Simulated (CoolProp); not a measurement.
Carbon monoxide along the isobar 3.67 MPa: fugacity coefficient from the reference equation and from simpler models built on Tc = -140.3 °C, pc = 3.498 MPa, ω = 0.050; each cubic takes its own stable root.

Computed with CoolProp (reference Helmholtz-energy equation of state, Lemmon 2006). It is a short technical equation, of lower accuracy than the large ones.

```tsv
T (°C)	phase	reference
-152.55	liquid	0.4337
-135.35	supercritical	0.6954
-118.15	supercritical	0.7917
-100.85	supercritical	0.8515
-83.65	supercritical	0.8922
-66.45	supercritical	0.9211
-49.25	supercritical	0.9424
-32.05	supercritical	0.9583
-14.85	supercritical	0.9704
2.35	supercritical	0.9798
19.55	supercritical	0.9871
36.75	supercritical	0.9929
```

Problem. How far does each simpler model (van der Waals, Redlich-Kwong, Peng-Robinson) lie from the reference over these 12 states: mean and median of the absolute difference, and the worst?

Solution. 
- van der Waals: mean 3.1 %, median 1.7 %, worst +20.4 % at -152.55 °C and 3.67 MPa
- Redlich-Kwong: mean 0.7 %, median 0.6 %, worst +1.9 % at -152.55 °C and 3.67 MPa
- Peng-Robinson: mean 1.8 %, median 1.6 %, worst -3.9 % at -135.35 °C and 3.67 MPa
